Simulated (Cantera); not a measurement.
Input: 1 mol Si, 2.3 mol HF, 0.23 mol N2, 0.62 mol F2, equilibrated at 948 K and 13.3 mbar.

Equilibrium computed with Cantera from the NASA thermochemical tables; the gas is ideal and each condensed phase is pure. Candidate condensed phases: Si, Si3N4; 37 gas species. N2 is the only nitrogen source here; it is nearly inert below about 1500 K, so the nitride shown seldom forms there in practice. The tables' values for SiF3 are old estimates; treat these amounts as uncertain. The numbers say what is thermodynamically allowed, not how fast it happens.

Base state: H2 0.525, SiF4 0.404, N2 0.0701, HF 0.000457, SiHF3 0.000408, SiF3 1.40e-5 (mole fractions); condensed: Si3N4(s).

Q: What changes in the equilibrium state with this change: temperature from 948 K to 1075 K?

A: 
```csv
species,before,after
H2,0.525,0.524
SiF4,0.404,0.403
N2,0.0701,0.0701
HF,0.000457,0.00125
SiF3,1.40e-5,0.000227
SiHF3,0.000408,0.00114
"Si3N4(s), mol",0.0383,0.0383
```
